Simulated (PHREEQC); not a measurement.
Make-up at 25 °C: 0.14 mol ZnCl2, 0.00054 mol H3AsO4 and 0.0049 mol CaSO4 per kg of water. Closed to the air; pH follows from the charge balance.

The numbers come from PHREEQC with the ion-association model, wateq4f.dat.

This is a speciation only: nothing precipitates in the calculation.

**Question.** Estimate the pH, activity of water, ionic strength.

**Answer.** pH 3.42; activity of water 0.993; ionic strength 0.378 mol/kgw.

**Question.** In which forms is Zn present?

**Answer.** Zn+2 81 %, ZnCl+ 15 %, ZnSO4 2.0 %, ZnCl2 1.6 % of the Zn.

The database has no arsenate complexes of Zn, Ca.
